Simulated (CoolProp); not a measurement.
The fluid at 318.54 K and 0.00645 MPa is throttled through a valve to 0.00412 MPa with no heat exchange. The same conditions are run with several fluids, on thermodynamics alone (safety and materials aside).

Values from CoolProp's reference Helmholtz-energy equation of state of each fluid (water: Wagner 2002; R1132(E): Akasaka 2024; trans-2-butene: Lemmon 2005; R236FA: Pan 2012; CH2F2 (R32): Tillner-Roth 1997).

```
fluid           temperature change (K)  final density (kg/m³)
--------------  ----------------------  ---------------------
water                                …                      …
R1132(E)                          -0.0                      …
trans-2-butene                       …                      …
R236FA                            -0.0                      …
CH2F2 (R32)                       -0.0                      …
```

Problem. What belongs in the gaps?

Solution. 
- water, temperature change (K): -0.4
- water, final density (kg/m³): 0.0281
- R1132(E), final density (kg/m³): 0.0997
- trans-2-butene, temperature change (K): -0.1
- trans-2-butene, final density (kg/m³): 0.0874
- R236FA, final density (kg/m³): 0.237
- CH2F2 (R32), final density (kg/m³): 0.0810
